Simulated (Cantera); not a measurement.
A perfectly stirred reactor is fed with CH4 : N2 = 1 : 89 (molar parts), at 0.0132 atm; it is held at 1823 K, and followed from long to short residence time.

Cantera simulation using GRI-Mech 3.0 (53 species, 325 reactions); the numbers are that mechanism's predictions, not measurements. GRI-Mech 3.0 stops at C3 and has no aromatics, soot or wall deposition, so with more carbon than oxygen in the feed, carbon stays in small species such as C2H2 where larger ones or solid carbon would form. Radical loss at walls, strong at low pressure, is not modelled.

**Question.** What does this change do: temperature 1823 to 1975 K?

**Answer.** 
```
quantity                  before     after
----------------------  --------  --------
x(CH4) at τ = 3.60 s    0.000778  0.000238
x(C2H6) at τ = 3.60 s    2.29e-8   2.14e-9
x(HCN) at τ = 3.60 s    0.000138   0.00104
x(H2) at τ = 3.60 s       0.0151    0.0159
x(H) at τ = 3.60 s      0.000118  0.000302
x(CH4) at τ = 0.170 s    0.00534   0.00230
x(C2H6) at τ = 0.170 s   3.24e-7   5.98e-8
x(HCN) at τ = 0.170 s    4.01e-6   5.69e-5
x(H2) at τ = 0.170 s     0.00793    0.0125
x(H) at τ = 0.170 s      4.23e-5  0.000148
```
